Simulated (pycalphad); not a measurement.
**Phase fractions of Si-15.71Sn-64.71Al (wt.%)**

All values are pycalphad results on the COST 507 light-alloy database (1999) (1 atm), not direct measurements. These are 1990s assessments: newer ones move some temperatures and phases. Not assessed as a whole: an extrapolation from subsystems, which can miss ternary compounds. Amounts are mole fractions of atoms.

```json
[
 {"T (K)": "1075", "liquid": "1.000", "diamond (Si)": "-", "fcc": "-"},
 {"T (K)": "1000", "liquid": "0.989", "diamond (Si)": "0.011", "fcc": "-"},
 {"T (K)": "925", "liquid": "0.929", "diamond (Si)": "0.071", "fcc": "-"},
 {"T (K)": "850", "liquid": "0.881", "diamond (Si)": "0.119", "fcc": "-"},
 {"T (K)": "775", "liquid": "0.055", "diamond (Si)": "0.210", "fcc": "0.735"},
 {"T (K)": "700", "liquid": "0.047", "diamond (Si)": "0.213", "fcc": "0.739"},
 {"T (K)": "625", "liquid": "0.044", "diamond (Si)": "0.215", "fcc": "0.741"},
 {"T (K)": "550", "liquid": "0.042", "diamond (Si)": "0.216", "fcc": "0.742"}
]
```
